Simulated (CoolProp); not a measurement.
Propylene at 238.72 K and 0.409 MPa flows at 1.3 m/s in a round tube of 2 mm bore and 0.25 µm roughness, fully developed (64/Re and Nu = 3.66 if laminar; Colebrook and Gnielinski if turbulent). Each further row changes one setting.

Values from CoolProp's reference Helmholtz-energy equation of state, Lemmon 2013.

| case | Reynolds number | Darcy friction factor | pressure drop (Pa/m) | heat-transfer coefficient (W/(m² K)) | mass flow (kg/h) |
|---|---|---|---|---|---|
| as stated | … | 0.0319 | 7990 | … | 8.73 |
| velocity 2.6 m/s | 18200 | 0.0268 | 26800 | 6450 | … |
| diameter 4 mm | 18200 | 0.0266 | 3340 | 3210 | 34.9 |

Question: Fill in the missing entries.

Answer: 
- as stated, Reynolds number: 9090
- as stated, heat-transfer coefficient (W/(m² K)): 3480
- velocity 2.6 m/s, mass flow (kg/h): 17.5

Viscosity comes from a separate model (Huber 2003), an estimate that may be off by 10 % or more. Thermal conductivity comes from a separate model (Huber 2003), an estimate that may be off by 10 % or more.
